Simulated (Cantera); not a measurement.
Input (Python, Cantera):

```python
import numpy as np
import cantera as ct

gas = ct.Solution("h2o2.yaml")
gas.TPX = 675, 13332, {'H2': 1, 'O2': 0.943, 'N2': 2.55}
flame = ct.FreeFlame(gas, width=0.16)
flame.set_refine_criteria(ratio=3, slope=0.08, curve=0.16)
flame.transport_model = "mixture-averaged"
flame.solve(loglevel=0, auto=True)
flame.transport_model = "multicomponent"
flame.soret_enabled = True
flame.solve(loglevel=0, refine_grid=True)
z, T = flame.grid, flame.T
thick = (T[-1] - T[0]) / np.gradient(T, z).max()
show = ['H2', 'O2', 'H2O', 'H2O2', 'HO2', 'O']
print(f"laminar burning velocity  {flame.velocity[0] * 100:.3f} cm/s")
print(f"burnt temperature         {T[-1]:.1f} K")
print(f"thermal thickness         {thick * 1e3:.4f} mm")
print(f"grid points               {len(z)}")
z0 = z[flame.heat_release_rate.argmax()]
print(f"{'z/mm':>9s}{'T/K':>9s}{'u/(m/s)':>9s}" + "".join(f"{s:>11s}" for s in show))
rows = []
for k in (-3, -2, -1.5, -1, -0.5, -0.25, 0, 0.25, 0.5, 1, 2, 4, 8):
    zz = z0 + k * thick
    rows.append([k * thick, np.interp(zz, z, T), np.interp(zz, z, flame.velocity),
                 *(np.interp(zz, z, flame.X[gas.species_index(s)]) for s in show)])
    print(f"{rows[-1][0] * 1e3:9.3f}{rows[-1][1]:9.1f}{rows[-1][2]:9.3f}" + "".join(f"{x:11.3e}" for x in rows[-1][3:]))
```

It prints:

```
laminar burning velocity  654.037 cm/s
burnt temperature         2214.5 K
thermal thickness         6.0754 mm
grid points               127
     z/mm      T/K  u/(m/s)         H2         O2        H2O       H2O2        HO2          O
  -18.226    675.0    6.540  2.226e-01  2.099e-01  4.017e-13  5.451e-14  5.642e-12  4.400e-15
  -12.151    675.0    6.540  2.226e-01  2.099e-01  2.640e-11  6.401e-14  2.156e-10  1.947e-12
   -9.113    675.0    6.540  2.226e-01  2.099e-01  9.236e-10  3.701e-13  8.222e-09  1.281e-10
   -6.075    675.0    6.540  2.226e-01  2.099e-01  1.625e-07  2.663e-10  1.013e-06  2.569e-08
   -3.038    683.2    6.603  2.196e-01  2.101e-01  6.739e-04  4.446e-07  5.094e-05  1.994e-05
   -1.519    784.2    7.478  1.952e-01  2.075e-01  1.214e-02  6.082e-07  3.915e-05  5.435e-04
    0.000   1108.1   10.273  8.654e-02  1.660e-01  9.739e-02  1.363e-06  2.281e-05  9.810e-03
    1.519   1368.3   12.568  2.339e-02  1.191e-01  1.728e-01  1.254e-06  1.370e-05  2.323e-02
    3.038   1492.1   13.617  1.932e-02  1.126e-01  1.842e-01  8.355e-07  1.079e-05  2.452e-02
    6.075   1632.7   14.765  1.827e-02  1.098e-01  1.927e-01  4.577e-07  8.334e-06  2.273e-02
   12.151   1780.6   15.934  1.608e-02  1.078e-01  2.023e-01  2.353e-07  6.151e-06  1.923e-02
   24.302   1922.3   17.018  1.274e-02  1.068e-01  2.126e-01  1.305e-07  4.294e-06  1.466e-02
   48.604   2047.9   17.955  8.797e-03  1.068e-01  2.228e-01  8.308e-08  3.009e-06  9.809e-03
```

Detailed kinetics in Cantera: the H2/O2 subset of GRI-Mech 3.0, which has no nitrogen chemistry. Burning velocities carry a grid error of a few per cent, more on coarse grids. Lean hydrogen flames are cellular in practice and burn faster than this planar one.
